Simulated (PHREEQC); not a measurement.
A solution holds 0.75 mmol/kgw HNO3, 0.12 mmol/kgw Fe(NO3)3 and 115 mmol/kgw CuSO4, at 7 °C. Closed to the air; pH follows from the charge balance.

All values are PHREEQC results (ion-association model, wateq4f.dat), not measurements.

No solid was allowed to form.

Problem. Predict the pH, ionic strength.

Solution. pH 3.57; ionic strength 0.241 mol/kgw.

Problem. In which forms is S present?

Solution. SO4-2 52 %, CuSO4 48 % of the S.

Saturation is exceeded, for instance for Hematite (slow to form), Goethite (slow to form); the values hold only as long as no solid forms. Away from 25 °C the constants follow the database's enthalpies or fits; those with neither stay at their 25 °C values.
